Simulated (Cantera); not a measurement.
A perfectly stirred reactor is fed with 12.8 % CH3OH, 21.7 % O2, 65.5 % N2, equivalence ratio 0.88, at 8.10 bar; it is adiabatic with a 573 K inlet, and is followed from long to short residence time, starting on the burning branch (τ in s: 0.03, 0.017, 0.01, 0.0059, 0.0035, 0.002, 0.0012, 0.0007, 0.00041, 0.00024, 0.00014, 8.2e-05).

Computed with Cantera and GRI-Mech 3.0 (53 species, 325 reactions). GRI-Mech 3.0 was tuned for natural gas; its chemistry of methanol as a main component is partial and can be far from experiment.

x: mole fraction; the columns are a selection and need not sum to one.

```json
[
 {"τ (s)": "0.030", "T (K)": "2468", "x CH3OH": "[?]", "x O2": "0.0244", "x CO": "0.00795", "x CH2CO": "7.06e-11", "x OH": "0.00694", "x O": "0.000690", "x CH4": "2.95e-8"},
 {"τ (s)": "0.017", "T (K)": "2468", "x CH3OH": "[?]", "x O2": "0.0247", "x CO": "0.00802", "x CH2CO": "1.24e-10", "x OH": "0.00700", "x O": "0.000701", "x CH4": "5.08e-8"},
 {"τ (s)": "0.010", "T (K)": "2468", "x CH3OH": "[?]", "x O2": "0.0251", "x CO": "0.00812", "x CH2CO": "2.10e-10", "x OH": "0.00708", "x O": "0.000718", "x CH4": "8.34e-8"},
 {"τ (s)": "0.0059", "T (K)": "2468", "x CH3OH": "[?]", "x O2": "0.0256", "x CO": "0.00830", "x CH2CO": "3.54e-10", "x OH": "0.00718", "x O": "0.000741", "x CH4": "1.34e-7"},
 {"τ (s)": "0.0035", "T (K)": "2466", "x CH3OH": "[?]", "x O2": "0.0262", "x CO": "0.00859", "x CH2CO": "5.97e-10", "x OH": "0.00732", "x O": "0.000772", "x CH4": "2.11e-7"},
 {"τ (s)": "0.0020", "T (K)": "2463", "x CH3OH": "[?]", "x O2": "0.0268", "x CO": "0.00909", "x CH2CO": "1.05e-9", "x OH": "0.00751", "x O": "0.000819", "x CH4": "3.33e-7"},
 {"τ (s)": "0.0012", "T (K)": "2456", "x CH3OH": "[?]", "x O2": "0.0275", "x CO": "0.00981", "x CH2CO": "1.78e-9", "x OH": "0.00773", "x O": "0.000882", "x CH4": "4.84e-7"},
 {"τ (s)": "0.00070", "T (K)": "2445", "x CH3OH": "[?]", "x O2": "0.0283", "x CO": "0.0110", "x CH2CO": "3.09e-9", "x OH": "0.00806", "x O": "0.000981", "x CH4": "6.79e-7"},
 {"τ (s)": "0.00041", "T (K)": "2428", "x CH3OH": "[?]", "x O2": "0.0294", "x CO": "0.0126", "x CH2CO": "5.30e-9", "x OH": "0.00850", "x O": "0.00113", "x CH4": "8.88e-7"},
 {"τ (s)": "0.00024", "T (K)": "2404", "x CH3OH": "[?]", "x O2": "0.0308", "x CO": "0.0148", "x CH2CO": "8.98e-9", "x OH": "0.00906", "x O": "0.00135", "x CH4": "1.10e-6"},
 {"τ (s)": "0.00014", "T (K)": "2372", "x CH3OH": "[?]", "x O2": "0.0325", "x CO": "0.0177", "x CH2CO": "1.52e-8", "x OH": "0.00971", "x O": "0.00165", "x CH4": "1.36e-6"},
 {"τ (s)": "8.2e-5", "T (K)": "2333", "x CH3OH": "[?]", "x O2": "0.0346", "x CO": "0.0212", "x CH2CO": "2.65e-8", "x OH": "0.0104", "x O": "0.00203", "x CH4": "1.76e-6"}
]
```

Question: Some entries are withheld; supply them.

Answer: 
- 0.030, x CH3OH: 2.50e-7
- 0.017, x CH3OH: 4.37e-7
- 0.010, x CH3OH: 7.33e-7
- 0.0059, x CH3OH: 1.22e-6
- 0.0035, x CH3OH: 2.02e-6
- 0.0020, x CH3OH: 3.43e-6
- 0.0012, x CH3OH: 5.52e-6
- 0.00070, x CH3OH: 9.01e-6
- 0.00041, x CH3OH: 1.44e-5
- 0.00024, x CH3OH: 2.25e-5
- 0.00014, x CH3OH: 3.48e-5
- 8.2e-5, x CH3OH: 5.31e-5
